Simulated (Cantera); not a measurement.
What does this Cantera script print?

```python
import numpy as np
import cantera as ct

gas = ct.Solution("h2o2.yaml")
gas.TPX = 700, 690000, {'H2': 1, 'O2': 0.588, 'N2': 1.53}
flame = ct.FreeFlame(gas, width=0.01)
flame.set_refine_criteria(ratio=3, slope=0.08, curve=0.16)
flame.transport_model = "mixture-averaged"
flame.solve(loglevel=0, auto=True)
flame.transport_model = "multicomponent"
flame.soret_enabled = True
flame.solve(loglevel=0, refine_grid=True)
z, T = flame.grid, flame.T
thick = (T[-1] - T[0]) / np.gradient(T, z).max()
show = ['H2', 'O2', 'H2O2', 'OH', 'O', 'HO2']
print(f"laminar burning velocity  {flame.velocity[0] * 100:.3f} cm/s")
print(f"burnt temperature         {T[-1]:.1f} K")
print(f"thermal thickness         {thick * 1e3:.4f} mm")
print(f"grid points               {len(z)}")
z0 = z[flame.heat_release_rate.argmax()]
print(f"{'z/mm':>9s}{'T/K':>9s}{'u/(m/s)':>9s}" + "".join(f"{s:>11s}" for s in show))
rows = []
for k in (-3, -2, -1.5, -1, -0.5, -0.25, 0, 0.25, 0.5, 1, 2, 4, 8):
    zz = z0 + k * thick
    rows.append([k * thick, np.interp(zz, z, T), np.interp(zz, z, flame.velocity),
                 *(np.interp(zz, z, flame.X[gas.species_index(s)]) for s in show)])
    print(f"{rows[-1][0] * 1e3:9.3f}{rows[-1][1]:9.1f}{rows[-1][2]:9.3f}" + "".join(f"{x:11.3e}" for x in rows[-1][3:]))
```

It prints:

```
laminar burning velocity  1058.124 cm/s
burnt temperature         2771.9 K
thermal thickness         0.0358 mm
grid points               111
     z/mm      T/K  u/(m/s)         H2         O2       H2O2         OH          O        HO2
   -0.107    700.0   10.581  3.207e-01  1.886e-01  1.020e-12  9.326e-15  1.541e-13  1.195e-10
   -0.072    700.0   10.580  3.207e-01  1.886e-01  9.484e-11  2.588e-12  4.272e-11  1.076e-08
   -0.054    700.0   10.578  3.204e-01  1.887e-01  1.177e-09  4.616e-11  7.568e-10  1.311e-07
   -0.036    700.6   10.560  3.186e-01  1.892e-01  5.414e-08  5.618e-09  5.573e-08  5.548e-06
   -0.018    745.9   10.886  2.924e-01  1.944e-01  1.896e-05  1.024e-04  2.457e-05  7.749e-04
   -0.009   1049.3   14.687  2.378e-01  1.871e-01  8.487e-05  1.761e-03  8.272e-04  1.034e-03
    0.000   1549.1   21.098  1.445e-01  1.388e-01  1.782e-05  7.581e-03  6.452e-03  5.403e-04
    0.009   1903.1   25.690  7.296e-02  8.338e-02  5.299e-06  1.826e-02  1.299e-02  2.582e-04
    0.018   2098.0   28.166  4.786e-02  5.941e-02  3.652e-06  2.554e-02  1.515e-02  1.418e-04
    0.036   2302.8   30.613  3.705e-02  4.813e-02  2.559e-06  2.987e-02  1.332e-02  7.584e-05
    0.072   2495.8   32.780  2.957e-02  4.298e-02  1.989e-06  2.984e-02  9.350e-03  4.195e-05
    0.143   2649.8   34.429  2.158e-02  3.932e-02  1.812e-06  2.717e-02  6.013e-03  2.700e-05
    0.286   2741.3   35.377  1.570e-02  3.716e-02  1.944e-06  2.425e-02  4.139e-03  2.264e-05
```

Cantera simulation using the H2/O2 subset of GRI-Mech 3.0, which has no nitrogen chemistry; the numbers are that mechanism's predictions, not measurements. The hydrogen kinetics of GRI-Mech 3.0 are dated; newer H2 mechanisms differ, most at raised pressure. Burning velocities carry a grid error of a few per cent, more on coarse grids.
